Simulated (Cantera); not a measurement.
Input: 1 mol PbO, 0.91 mol CO, 11 mol N2, equilibrated at 2598.15 K and 7.50 Torr.

These are equilibrium values from Cantera (NASA tables, ideal gas, pure condensed phases), not measurements of a reactor. Candidate condensed phases: C, Pb, PbO, PbO2, Pb3O4; 27 gas species. The numbers say what is thermodynamically allowed, not how fast it happens.

### Question
What is the equilibrium state?

### Answer
```
Item                                        Value
--------------------------------------  ---------
x(N2)                                       0.811
x(Pb)                                      0.0719
x(CO)                                      0.0565
x(O)                                       0.0269
x(O2)                                      0.0136
x(CO2)                                     0.0108
x(NO)                                     0.00700
x(PbO)                                    0.00216
x(N)                                      6.31e-6
gas amount                              13.50 mol
log10 activity of Pb(l) (absent)            -4.16
log10 activity of C(graphite) (absent)      -8.06
```
